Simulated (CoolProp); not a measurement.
Model: reference Helmholtz-energy equation of state, Lemmon 2006, in CoolProp. It is a short technical equation, of lower accuracy than the large ones.

For carbonyl sulfide, give the phase and the cv (kJ/(kg K)), Joule-Thomson coefficient (K/MPa) at 0.35 °C and 0.101 MPa; 71.75 °C and 0.101 MPa; 167.05 °C and 0.101 MPa.


- 0.35 °C and 0.101 MPa: gas; cv 0.536, Joule-Thomson coefficient 25.2
- 71.75 °C and 0.101 MPa: gas; cv 0.591, Joule-Thomson coefficient 14.1
- 167.05 °C and 0.101 MPa: gas; cv 0.648, Joule-Thomson coefficient 8.12
